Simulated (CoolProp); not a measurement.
Vapour-liquid equilibrium of R134a (1) + n-butane (2) at 450 kPa; x and y are mole fractions of (1).

Model: multi-fluid Helmholtz-energy mixture model, Tillner-Roth 1994 and Bücker 2006; pair parameters Bell 2016, in CoolProp.

| x | bubble temperature (°C) | y at the bubble point | dew temperature at overall composition x (°C) | liquid density (mol/L) |
|---|---|---|---|---|
| 0.05 | 32.9 | 0.319 | 44.4 | 9.718 |
| 0.2 | ___ | 0.620 | 38.2 | 10.19 |
| 0.35 | 12.3 | 0.688 | 31.4 | 10.46 |
| 0.5 | 11.0 | 0.716 | 23.5 | 10.73 |
| 0.65 | 10.3 | 0.743 | 14.5 | 11.09 |
| 0.8 | ___ | 0.793 | 10.0 | 11.55 |
| 0.95 | ___ | 0.918 | 11.6 | 12.09 |

**Question.** Fill in the missing entries.

**Answer.** 
- 0.2, bubble temperature (°C): 16.4
- 0.8, bubble temperature (°C): 9.9
- 0.95, bubble temperature (°C): 11.2

y crosses x between x = 0.65 and 0.8: the model has an azeotrope there.

Pair parameters are fitted to limited data, so mixtures are less certain than the pure fluids. With so large a gap from Raoult's law the liquid may split in two, which this calculation doesn't test in full.
